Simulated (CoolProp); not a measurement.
A simple Rankine cycle with water: condensing at 296.15 K, boiler at 9.42 MPa, turbine inlet 594.8 K, turbine efficiency 0.9, pump efficiency 0.6, no recuperator. Each further row changes one setting.

The numbers come from the reference Helmholtz-energy equation of state, Wagner 2002 in CoolProp.

| case | thermal efficiency (%) | net work (kJ/kg) | heat in (kJ/kg) | turbine exit temperature (K) | volume ratio over the turbine |
|---|---|---|---|---|---|
| as stated | 36.2 | … | 2710 | 296.2 | 1600 |
| turbine inlet 614.8 K | … | 1020 | 2800 | 296.2 | … |
| condensing temperature 288.15 K | 37.2 | 1020 | 2740 | 288.1 | 2540 |
| boiler pressure 6.59 MPa | … | 1000 | … | 296.2 | 1040 |
| turbine efficiency 0.8 | … | 871 | 2710 | 296.2 | … |

Question: Some entries are withheld; supply them.

Answer: 
- as stated, net work (kJ/kg): 982
- turbine inlet 614.8 K, thermal efficiency (%): 36.5
- turbine inlet 614.8 K, volume ratio over the turbine: 1500
- boiler pressure 6.59 MPa, thermal efficiency (%): 35.5
- boiler pressure 6.59 MPa, heat in (kJ/kg): 2830
- turbine efficiency 0.8, thermal efficiency (%): 32.1
- turbine efficiency 0.8, volume ratio over the turbine: 1710

The expansion ends wet for: as stated; turbine inlet 614.8 K; condensing temperature 288.15 K; boiler pressure 6.59 MPa; turbine efficiency 0.8.
